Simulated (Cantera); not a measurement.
# Adiabatic ignition

An adiabatic, constant-pressure homogeneous reactor starts with 7.40 % C₃H₈, 19.5 % O₂, 73.2 % N₂, at 1625 K and 3.20 bar.

Detailed kinetics in Cantera: GRI-Mech 3.0 (53 species, 325 reactions). GRI-Mech 3.0 was tuned for natural gas; its chemistry of propane as a main component is partial and can be far from experiment.

| t (s) | T (K) | x C₃H₈ | x O₂ | x C₂H₄ | x NO | x CH₂CO | x H | x HCO |
|---|---|---|---|---|---|---|---|---|
| 4.00e-6 | 1603 | 0.0587 | 0.187 | 0.0136 | 1.14e-10 | 0.000158 | 4.98e-5 | 5.68e-6 |
| 1.29e-5 | 1805 | 0.00558 | 0.122 | 0.0449 | 1.93e-8 | 0.00725 | 0.000850 | 0.000205 |
| 4.18e-5 | 2765 | <1e-12 | 4.64e-5 | 2.81e-9 | 0.000385 | 1.62e-7 | 0.00989 | 6.09e-7 |
| 0.000135 | 2744 | <1e-12 | 7.19e-5 | <1e-12 | 0.000521 | <1e-12 | 0.0124 | 6.38e-7 |
| 0.000437 | 2740 | <1e-12 | 7.71e-5 | <1e-12 | 0.000534 | <1e-12 | 0.0128 | 6.53e-7 |
| 0.00141 | 2740 | <1e-12 | 7.70e-5 | <1e-12 | 0.000552 | <1e-12 | 0.0128 | 6.53e-7 |
| 0.00457 | 2740 | <1e-12 | 7.70e-5 | <1e-12 | 0.000557 | <1e-12 | 0.0128 | 6.53e-7 |
| 0.0148 | 2740 | <1e-12 | 7.70e-5 | <1e-12 | 0.000557 | <1e-12 | 0.0128 | 6.53e-7 |
| 0.0478 | 2740 | <1e-12 | 7.70e-5 | <1e-12 | 0.000557 | <1e-12 | 0.0128 | 6.53e-7 |
| 0.155 | 2740 | <1e-12 | 7.70e-5 | <1e-12 | 0.000557 | <1e-12 | 0.0128 | 6.53e-7 |
| 0.500 | 2740 | <1e-12 | 7.70e-5 | <1e-12 | 0.000557 | <1e-12 | 0.0128 | 6.53e-7 |
x: mole fraction; the columns are a selection and need not sum to one.

```json
{
 "time_of_steepest_temperature_rise": "15.7 µs",
 "temperature at 0.500 s": "2740 K",
 "equilibrium_temperature": "2740 K",
 "x(C₃H₈) at 0.500 s": "<1e-12 (gas-phase equilibrium <1e-12)",
 "x(O₂) at 0.500 s": "7.70e-5 (gas-phase equilibrium 7.70e-5)",
 "x(C₂H₄) at 0.500 s": "<1e-12 (gas-phase equilibrium <1e-12)"
}
```
